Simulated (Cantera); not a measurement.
**Ammonia decomposition in nitride growth gas**

An isothermal, constant-pressure homogeneous reactor starts with NH3 : N2 = 1 : 0.98 (molar parts), at 1448 K and 101000 Pa.

Computed with Cantera and the gas-phase N/H chemistry of the illustrative SiF4/NH3 mechanism in the Surface Chemkin manual (1991). Walls and surfaces, which speed up NH3 decomposition in real reactors, are not modelled.

```json
[
 {"t (s)": "1.00e-5", "x NH3": "0.505", "x H": "4.46e-10", "x N2H4": "<1e-12", "x NH2": "2.48e-8", "x N": "<1e-12", "x H2": "1.22e-8", "x N2": "0.495"},
 {"t (s)": "7.29e-5", "x NH3": "0.505", "x H": "4.46e-10", "x N2H4": "5.43e-12", "x NH2": "1.83e-7", "x N": "<1e-12", "x H2": "9.15e-8", "x N2": "0.495"},
 {"t (s)": "0.000532", "x NH3": "0.505", "x H": "4.51e-10", "x N2H4": "4.25e-10", "x NH2": "1.34e-6", "x N": "<1e-12", "x H2": "6.73e-7", "x N2": "0.495"},
 {"t (s)": "0.00388", "x NH3": "0.505", "x H": "7.72e-10", "x N2H4": "2.23e-8", "x NH2": "9.43e-6", "x N": "<1e-12", "x H2": "6.38e-6", "x N2": "0.495"},
 {"t (s)": "0.0283", "x NH3": "0.505", "x H": "5.27e-9", "x N2H4": "1.22e-7", "x NH2": "2.20e-5", "x N": "9.75e-12", "x H2": "0.000163", "x N2": "0.495"},
 {"t (s)": "0.206", "x NH3": "0.504", "x H": "3.25e-8", "x N2H4": "1.21e-7", "x NH2": "2.19e-5", "x N": "5.91e-11", "x H2": "0.00148", "x N2": "0.495"},
 {"t (s)": "1.50", "x NH3": "0.494", "x H": "2.19e-7", "x N2H4": "1.11e-7", "x NH2": "2.10e-5", "x N": "3.20e-10", "x H2": "0.0108", "x N2": "0.495"},
 {"t (s)": "11.0", "x NH3": "0.440", "x H": "1.22e-6", "x N2H4": "7.70e-8", "x NH2": "1.75e-5", "x N": "6.01e-10", "x H2": "0.0648", "x N2": "0.495"},
 {"t (s)": "80.0", "x NH3": "0.280", "x H": "3.63e-6", "x N2H4": "2.30e-8", "x NH2": "9.56e-6", "x N": "3.02e-10", "x H2": "0.224", "x N2": "0.496"}
]
```
x: mole fraction; the columns are a selection and need not sum to one.

Equilibrium at this temperature and pressure: NH3 1.83e-5, H 6.54e-6, N2H4 <1e-12, NH2 5.01e-10, N <1e-12, H2 0.503, N2 0.497 (gas phase only).
